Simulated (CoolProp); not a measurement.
1,2-dichloroethane along the isobar 4710 kPa: Z from the reference equation and from simpler models built on Tc = 561.6 K, pc = 5226 kPa, ω = 0.269; each cubic takes its own stable root.

Model: reference Helmholtz-energy equation of state, Thol 2015, in CoolProp.

```csv
T (K),phase,reference
410.4,liquid,0.1270
417.4,liquid,0.1264
424.4,liquid,0.1258
431.4,liquid,0.1253
438.3,liquid,0.1249
445.3,liquid,0.1246
452.3,liquid,0.1244
459.2,liquid,0.1243
466.2,liquid,0.1243
473.2,liquid,0.1244
```

Task: How far does each simpler model (van der Waals, Soave-Redlich-Kwong) lie from the reference over these 10 states: mean and median of the absolute difference, and the worst?

Result: 
- van der Waals: mean 68.8 %, median 68.7 %, worst +69.5 % at 410.4 K and 4710 kPa
- Soave-Redlich-Kwong: mean 15.1 %, median 14.9 %, worst +16.5 % at 473.2 K and 4710 kPa
